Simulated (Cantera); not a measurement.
Input: 1 mol Ti, 0.33 mol O2, 19 mol H2, equilibrated at 0.165 Torr.

These are equilibrium values from Cantera (NASA tables, ideal gas, pure condensed phases), not measurements of a reactor. Candidate condensed phases: H2O, Ti, TiO, TiO2, Ti2O3, Ti3O5, Ti4O7; 12 gas species. Mutual solubility and eutectic melting of coexisting phases are not modelled. TiO: taken at fixed stoichiometry. Condensed phases not in the tables: N, O or C dissolved in the metal. Kinetics and transport are ignored.

x: gas mole fraction; n: condensed amount in mol.

```csv
T (K),x H2,x H,x TiO,x Ti,n Ti(α),n TiO(s),n Ti(β),n TiO(l)
1098,1.000,1.67e-6,<1e-12,6.24e-12,0.340,0.660,0,0
1248,1.000,___,___,___,0,0.660,0.340,0
1398,1.000,0.000319,1.46e-9,3.32e-7,0,0.660,0.340,0
1548,0.998,0.00207,1.69e-7,1.53e-5,0,0.660,0.340,0
1698,0.990,0.00970,8.22e-6,0.000356,0,0.660,0.333,0
1848,0.960,___,___,___,0,0.656,___,0
1998,0.879,0.101,0.00311,0.0166,0,0.596,0,0
2148,0.719,0.238,0.0271,0.0152,0,0,0,0.0390
```

### Question
Complete the blanks.

### Answer

- 1248, x H: 3.15e-5
- 1248, x TiO: 3.83e-12
- 1248, x Ti: 2.81e-9
- 1848, x H: 0.0350
- 1848, x TiO: 0.000206
- 1848, x Ti: 0.00490
- 1848, n Ti(β): 0.245
